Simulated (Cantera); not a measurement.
An isothermal, constant-pressure homogeneous reactor starts with CH4 : O2 : N2 : H2 = 0.0088 : 0.0076 : 1 : 0.0017 (molar parts), equivalence ratio 2.4, at 1325 K and 10.0 bar.

Model: GRI-Mech 3.0 (53 species, 325 reactions), integrated in Cantera.

Predict: x(CH4) at 70.0 s; x(C2H2) at 70.0 s; x(H2) at 70.0 s.


| Quantity | Result |
|---|---|
| x(CH4) at 70.0 s | 0.00150 (gas-phase equilibrium 1.87e-8) |
| x(C2H2) at 70.0 s | 0.000651 (gas-phase equilibrium <1e-12) |
| x(H2) at 70.0 s | 0.00765 (gas-phase equilibrium 0.0139) |
